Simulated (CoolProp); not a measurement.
Vapour-liquid equilibrium of ethylene (1) + isobutane (2) at 0.834 bar; x and y are mole fractions of (1).

Values from CoolProp's multi-fluid Helmholtz-energy mixture model, Smukala 2000 and Bücker 2006; pair parameters Bell 2016.

```json
[
 {"x": "0.05", "bubble temperature (K)": "233.6", "y at the bubble point": "0.657", "dew temperature at overall composition x (K)": "255.3", "liquid density (mol/L)": "10.97"},
 {"x": "0.125", "bubble temperature (K)": "212.8", "y at the bubble point": "0.901", "dew temperature at overall composition x (K)": "253.3", "liquid density (mol/L)": "11.74"},
 {"x": "0.2", "bubble temperature (K)": "?", "y at the bubble point": "0.959", "dew temperature at overall composition x (K)": "251.3", "liquid density (mol/L)": "12.40"},
 {"x": "0.275", "bubble temperature (K)": "193.1", "y at the bubble point": "0.979", "dew temperature at overall composition x (K)": "249.0", "liquid density (mol/L)": "13.02"},
 {"x": "0.35", "bubble temperature (K)": "187.4", "y at the bubble point": "0.988", "dew temperature at overall composition x (K)": "246.6", "liquid density (mol/L)": "13.64"},
 {"x": "0.425", "bubble temperature (K)": "183.0", "y at the bubble point": "0.993", "dew temperature at overall composition x (K)": "244.0", "liquid density (mol/L)": "14.28"},
 {"x": "0.5", "bubble temperature (K)": "179.4", "y at the bubble point": "?", "dew temperature at overall composition x (K)": "241.1", "liquid density (mol/L)": "14.94"},
 {"x": "0.575", "bubble temperature (K)": "176.5", "y at the bubble point": "?", "dew temperature at overall composition x (K)": "237.8", "liquid density (mol/L)": "15.64"},
 {"x": "0.65", "bubble temperature (K)": "174.0", "y at the bubble point": "0.998", "dew temperature at overall composition x (K)": "234.0", "liquid density (mol/L)": "16.37"},
 {"x": "0.725", "bubble temperature (K)": "171.9", "y at the bubble point": "0.999", "dew temperature at overall composition x (K)": "229.5", "liquid density (mol/L)": "17.14"},
 {"x": "0.8", "bubble temperature (K)": "170.0", "y at the bubble point": "0.999", "dew temperature at overall composition x (K)": "223.9", "liquid density (mol/L)": "17.96"},
 {"x": "0.875", "bubble temperature (K)": "168.4", "y at the bubble point": "1.000", "dew temperature at overall composition x (K)": "216.3", "liquid density (mol/L)": "18.83"},
 {"x": "0.95", "bubble temperature (K)": "167.0", "y at the bubble point": "1.000", "dew temperature at overall composition x (K)": "?", "liquid density (mol/L)": "19.75"}
]
```

Task: Complete the blanks.

Result: 
- 0.2, bubble temperature (K): 201.0
- 0.5, y at the bubble point: 0.996
- 0.575, y at the bubble point: 0.997
- 0.95, dew temperature at overall composition x (K): 203.4

No azeotrope shows between x = 0.05 and 0.95.

The pair parameters rest on a limited set of measurements; away from them the model extrapolates.
